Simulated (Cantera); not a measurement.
**Premixed flame**

A freely propagating, adiabatic, planar premixed flame of 20.7 % H₂, 16.7 % O₂, 62.7 % N₂, equivalence ratio 0.62, unburnt at 573 K and 0.987 atm; mixture-averaged transport, grid criteria slope 0.08 and curve 0.16, no radiation.

Cantera simulation using the H2/O2 subset of GRI-Mech 3.0, which has no nitrogen chemistry; the numbers are that mechanism's predictions, not measurements. Burning velocities carry a grid error of a few per cent, more on coarse grids. Lean hydrogen flames are cellular in practice and burn faster than this planar one.

| z (mm) | T (K) | u (m/s) | x H₂ | x O₂ | x H₂O₂ | x O | x H | x HO₂ |
|---|---|---|---|---|---|---|---|---|
| -1.26 | 573 | 4.05 | 0.207 | 0.167 | <1e-8 | <1e-8 | <1e-8 | <1e-8 |
| -0.842 | 573 | 4.05 | 0.207 | 0.167 | <1e-8 | <1e-8 | <1e-8 | <1e-8 |
| -0.631 | 573 | 4.05 | 0.207 | 0.167 | <1e-8 | <1e-8 | <1e-8 | 3.98e-8 |
| -0.421 | 573 | 4.04 | 0.206 | 0.167 | 2.36e-8 | 1.95e-8 | 2.34e-8 | 1.85e-6 |
| -0.210 | 610 | 4.24 | 0.192 | 0.168 | 1.18e-5 | 1.34e-5 | 0.000133 | 0.000283 |
| -0.105 | 834 | 5.65 | 0.153 | 0.163 | 2.17e-5 | 0.000395 | 0.00343 | 0.000210 |
| 0 | 1200 | 7.92 | 0.0822 | 0.131 | 8.37e-6 | 0.00445 | 0.0157 | 0.000108 |
| 0.105 | 1467 | 9.61 | 0.0315 | 0.0921 | 4.30e-6 | 0.0103 | 0.0223 | 6.21e-5 |
| 0.210 | 1611 | 10.5 | 0.0171 | 0.0780 | 2.35e-6 | 0.0118 | 0.0192 | 4.36e-5 |
| 0.421 | 1757 | 11.4 | 0.0122 | 0.0729 | 1.18e-6 | 0.00981 | 0.0122 | 3.00e-5 |
| 0.842 | 1884 | 12.1 | 0.00854 | 0.0710 | 6.42e-7 | 0.00657 | 0.00610 | 1.90e-5 |
| 1.68 | 1981 | 12.6 | 0.00488 | 0.0702 | 3.82e-7 | 0.00361 | 0.00234 | 1.05e-5 |
| 3.37 | 2039 | 13.0 | 0.00231 | 0.0703 | 2.42e-7 | 0.00168 | 0.000714 | 5.46e-6 |
x: mole fraction of selected species; z is measured from the peak of heat release.

The laminar burning velocity comes out as 405 cm/s and the thermal thickness is 0.421 mm. The peak x(H₂O₂) comes out as 2.33e-5 and the peak x(O) is 0.0118. The peak x(H) is 0.0223. The peak x(HO₂) is 0.000312.
